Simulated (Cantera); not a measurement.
**Reactions in the system C-H-N-Ta**

Source: NASA polynomial tables (part measured, part estimated), evaluated in Cantera. Values are per mole of reaction as written; species without (g) are pure solids or liquids, kept so even where they would boil at 1 bar. TaC: taken at fixed stoichiometry.

NH3(g) + 3 TaC ⇌ 3 Ta + C2H2(g) + HCN(g)

```tsv
T (K)	ΔH° (kJ)	ΔS° (J/K)	ΔG° (kJ)	log10 K
825	841.2	208.1	669.5	-42.39
850	841.1	208.0	664.3	-40.82
875	840.9	207.8	659.1	-39.34
900	840.8	207.7	653.9	-37.95
925	840.6	207.5	648.7	-36.63
950	840.5	207.3	643.5	-35.38
975	840.3	207.1	638.3	-34.20
1000	840.1	206.9	633.2	-33.07
1025	839.9	206.8	628.0	-32.00
```
